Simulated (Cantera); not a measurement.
A freely propagating, adiabatic, planar premixed flame of CH4 : O2 : N2 = 1 : 1.43 : 4.1 (molar parts), equivalence ratio 1.4, unburnt at 375 K and 760 Torr; mixture-averaged transport, grid criteria slope 0.08 and curve 0.16, no radiation.

Model: GRI-Mech 3.0 (53 species, 325 reactions), integrated in Cantera. Burning velocities carry a grid error of a few per cent, more on coarse grids.

Q: Predict: laminar burning velocity; thermal thickness; peak x(OH); peak x(HCN); peak x(O).

A: 
| Property | Result |
|---|---|
| laminar burning velocity | 49.4 cm/s |
| thermal thickness | 0.441 mm |
| peak x(OH) | 0.00325 |
| peak x(HCN) | 5.53e-5 |
| peak x(O) | 0.000342 |
